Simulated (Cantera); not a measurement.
Input: 1 mol AlCl₃, 2.4 mol N₂O, 13 mol N₂, at 900 °C and 0.000160 bar.

These are equilibrium values from Cantera (NASA tables, ideal gas, pure condensed phases), not measurements of a reactor. Candidate condensed phases: Al, AlCl₃, AlN, Al₂O₃; 24 gas species. The numbers say what is thermodynamically allowed, not how fast it happens.

Base state: N₂ 0.859, Cl 0.0638, Cl₂ 0.0518, O₂ 0.0251, NO 5.72e-5 (mole fractions); condensed: Al₂O₃(s).

What changes in the equilibrium state with this change: AlCl₃ replaced by Al?


```tsv
species	before	after
N₂	0.859	0.972
O₂	0.0251	0.0284
NO	5.72e-5	6.47e-5
Cl	0.0638	0
Cl₂	0.0518	0
Al₂O₃(s), mol	0.500	0.500
```

What changes in the equilibrium state with this change: pressure from 0.000160 bar to 0.133 bar?


```tsv
species	before	after
N₂	0.859	0.886
Cl₂	0.0518	0.0849
O₂	0.0251	0.0259
Cl	0.0638	0.00283
NO	5.72e-5	5.90e-5
Al₂O₃(s), mol	0.500	0.500
```
